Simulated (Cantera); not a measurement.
Input (Python, Cantera) and output of one run.

```python
import numpy as np
import cantera as ct

gas_names = """
    F F2 H HF H2 H2F2 H3F3 H4F4 H5F5 H6F6 H7F7 N NF NF2 NF3 NH NH2 NH3 N2 N2H2 N2H4 Si SiF SiF2 SiF3
    SiF4 SiH SiHF3 SiH2 SiH2F2 SiH3 SiH3F SiH4 SiN Si2 Si2N Si3
""".split()
cond_names = """
    Si(cr) Si(L) Si3N4(a)
""".split()


# ... load() reads the species with a 1 bar reference pressure and builds the phases ...
atoms = {
    'Si3N4': {'Si': 3, 'N': 4},
    'HF': {'H': 1, 'F': 1},
}
top_T = {'Si3N4(a)': 2400}  # K; cautious upper limits of use, not melting points


# ... equilibrate(T, P, feed) seeds the gas with the atoms and calls Mixture.equilibrate('TP', solver="vcs", rtol=1e-11, max_steps=5000) ...
results = []
P = 2.2  # Pa
for T in [1123, 1173, 1223, 1273, 1323, 1373, 1423, 1473, 1523, 1573, 1623, 1673]:
    for m in [4.2, 5.9, 8.3, 12, 17, 24, 34]:
        feed = {'Si3N4': 1, 'HF': m}  # mol
        mix = equilibrate(T, P, feed)
        results.append((T, P, feed, dict(zip(mix.species_names, mix.species_moles))))

for T, P, feed, n in results:
    print(f"{T:7g} {feed['HF']:10.4g}  " + (" + ".join(c for c in cond_names if n.get(c, 0) > 1e-12) or "gas only"))
```

Result:

```
   1123        4.2  Si3N4(a)
   1123        5.9  Si3N4(a)
   1123        8.3  Si3N4(a)
   1123         12  gas only
   1123         17  gas only
   1123         24  gas only
   1123         34  gas only
   1173        4.2  Si3N4(a)
   1173        5.9  Si3N4(a)
   1173        8.3  Si3N4(a)
   1173         12  gas only
   1173         17  gas only
   1173         24  gas only
   1173         34  gas only
   1223        4.2  Si3N4(a)
   1223        5.9  Si3N4(a)
   1223        8.3  Si3N4(a)
   1223         12  gas only
   1223         17  gas only
   1223         24  gas only
   1223         34  gas only
   1273        4.2  Si3N4(a)
   1273        5.9  Si3N4(a)
   1273        8.3  Si3N4(a)
   1273         12  gas only
   1273         17  gas only
   1273         24  gas only
   1273         34  gas only
   1323        4.2  Si3N4(a)
   1323        5.9  Si3N4(a)
   1323        8.3  Si3N4(a)
   1323         12  gas only
   1323         17  gas only
   1323         24  gas only
   1323         34  gas only
   1373        4.2  Si3N4(a)
   1373        5.9  Si3N4(a)
   1373        8.3  Si3N4(a)
   1373         12  gas only
   1373         17  gas only
   1373         24  gas only
   1373         34  gas only
   1423        4.2  Si(cr)
   1423        5.9  Si(cr)
   1423        8.3  Si(cr)
   1423         12  gas only
   1423         17  gas only
   1423         24  gas only
   1423         34  gas only
   1473        4.2  Si(cr)
   1473        5.9  Si(cr)
   1473        8.3  gas only
   1473         12  gas only
   1473         17  gas only
   1473         24  gas only
   1473         34  gas only
   1523        4.2  Si(cr)
   1523        5.9  Si(cr)
   1523        8.3  gas only
   1523         12  gas only
   1523         17  gas only
   1523         24  gas only
   1523         34  gas only
   1573        4.2  Si(cr)
   1573        5.9  Si(cr)
   1573        8.3  gas only
   1573         12  gas only
   1573         17  gas only
   1573         24  gas only
   1573         34  gas only
   1623        4.2  Si(cr)
   1623        5.9  Si(cr)
   1623        8.3  gas only
   1623         12  gas only
   1623         17  gas only
   1623         24  gas only
   1623         34  gas only
   1673        4.2  Si(cr)
   1673        5.9  Si(cr)
   1673        8.3  gas only
   1673         12  gas only
   1673         17  gas only
   1673         24  gas only
   1673         34  gas only
```

Cantera equilibrium calculation (NASA polynomials, part measured and part estimated; ideal gas, pure solids and liquids). The tables' values for SiF2, SiF3 are old estimates.
